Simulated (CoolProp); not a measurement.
R404A at 298.15 K and 0.462 MPa flows at 0.12 m/s in a round tube of 4.6 mm bore and 0.25 µm roughness, fully developed (64/Re and Nu = 3.66 if laminar; Colebrook and Gnielinski if turbulent). Each further row changes one setting.

Model: reference Helmholtz-energy equation of state, Lemmon 2003, in CoolProp. It is a pseudo-pure fit of the blend.

```json
[
 {"case": "as stated", "Reynolds number": "…", "Darcy friction factor": "…", "pressure drop (Pa/m)": "…", "heat-transfer coefficient (W/(m² K))": "11.1", "mass flow (kg/h)": "…"},
 {"case": "velocity 0.24 m/s", "Reynolds number": "1770", "Darcy friction factor": "0.0361", "pressure drop (Pa/m)": "…", "heat-transfer coefficient (W/(m² K))": "11.1", "mass flow (kg/h)": "…"},
 {"case": "diameter 9.2 mm", "Reynolds number": "1770", "Darcy friction factor": "0.0361", "pressure drop (Pa/m)": "0.558", "heat-transfer coefficient (W/(m² K))": "…", "mass flow (kg/h)": "…"}
]
```

### Question
Fill in the missing entries.

### Answer

- as stated, Reynolds number: 887
- as stated, Darcy friction factor: 0.0722
- as stated, pressure drop (Pa/m): 2.23
- as stated, mass flow (kg/h): 0.142
- velocity 0.24 m/s, pressure drop (Pa/m): 4.47
- velocity 0.24 m/s, mass flow (kg/h): 0.284
- diameter 9.2 mm, heat-transfer coefficient (W/(m² K)): 5.56
- diameter 9.2 mm, mass flow (kg/h): 0.568

Viscosity comes from a separate model (Geller 2000). Thermal conductivity comes from a separate model (Geller 2001).
